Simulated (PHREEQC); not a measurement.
# Leach liquor (model solution)

A solution holds 0.015 mol HCl, 0.011 mol MnSO4 and 0.00024 mol MgSO4 per kg of water, at 35 °C. Closed to the air; pH follows from the charge balance.

Model: ion-association model, phreeqc.dat, run in PHREEQC.

* **pH**: 2.01
* **ionic strength**: 0.0430 mol/kgw
* **specific conductance**: 7380 µS/cm
* **total alkalinity**: -15.0 meq/kg

| species | molality | activity | log γ |
|---|---|---|---|
| Cl- | 0.0147 | 0.0121 | -0.085 |
| H+ | 0.0114 | 0.00976 | -0.067 |
| Mn+2 | 0.00850 | 0.00421 | -0.305 |
| SO4-2 | 0.00530 | 0.00252 | -0.322 |
| HSO4- | 0.00363 | 0.00300 | -0.082 |
| MnSO4 | 0.00225 | 0.00227 | 0.004 |
| MnCl+ | 0.000250 | 0.000208 | -0.080 |
| Mg+2 | 0.000175 | 8.68e-5 | -0.304 |
| MgSO4 | 6.52e-5 | 6.58e-5 | 0.004 |
| MnCl2 | 1.09e-6 | 1.10e-6 | 0.004 |
| MnCl3- | 4.41e-9 | 3.67e-9 | -0.080 |

No solid was allowed to form. Species that the database lacks are ignored.
